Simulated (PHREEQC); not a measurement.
Make-up at 25 °C: 0.14 mol/kgw Mn(NO3)2 and 0.33 mol/kgw ZnSO4. Closed to the air; pH follows from the charge balance.

Equilibrium calculation in PHREEQC: ion-association model, wateq4f.dat.

Each row changes one thing in this solution. Precipitation was switched off in this run.

```csv
case,pH,ionic strength (mol/kgw)
as made,5.42,0.971
ZnSO4 left out,[?],0.408
Mn(NO3)2 left out,5.43,[?]
Mn(NO3)2 from 0.14 to 0.154 mol/kgw,5.42,1.01
diluted 5-fold with water,[?],[?]
Mn(NO3)2 from 0.14 to 0.28 mol/kgw,5.43,1.35
Mn(NO3)2 from 0.14 to 0.028 mol/kgw,5.43,[?]
ZnSO4 from 0.33 to 0.165 mol/kgw,5.45,0.690
```

Complete the blanks.


- ZnSO4 left out, pH: 5.99
- Mn(NO3)2 left out, ionic strength (mol/kgw): 0.594
- diluted 5-fold with water, pH: 5.54
- diluted 5-fold with water, ionic strength (mol/kgw): 0.209
- Mn(NO3)2 from 0.14 to 0.028 mol/kgw, ionic strength (mol/kgw): 0.668

The ionic strength passes 0.7 mol/kgw, the rough limit of the ion-association models, in as made; Mn(NO3)2 from 0.14 to 0.154 mol/kgw; Mn(NO3)2 from 0.14 to 0.28 mol/kgw. Complexes and solids missing from the database can't appear.
